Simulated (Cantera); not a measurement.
A closed system holds: 1 mol SiCl₄, 0.55 mol HCl, 7.5 mol H₂, at 600 °C and 0.710 bar.

Cantera equilibrium calculation (NASA polynomials, part measured and part estimated; ideal gas, pure solids and liquids). Candidate condensed phases: Si; 19 gas species. The tables' values for SiCl₃ are old estimates; treat these amounts as uncertain. Kinetics and transport are ignored.

### Question
What is the equilibrium state?

### Answer
```
Property                              Value
--------------------------------  ---------
x(H₂)                                 0.826
x(SiCl₄)                              0.107
x(HCl)                               0.0638
x(SiHCl₃)                           0.00299
x(SiCl₃)                            1.04e-5
x(SiH₂Cl₂)                          7.56e-6
gas amount                        9.050 mol
log10 activity of Si(s) (absent)      -5.02
```
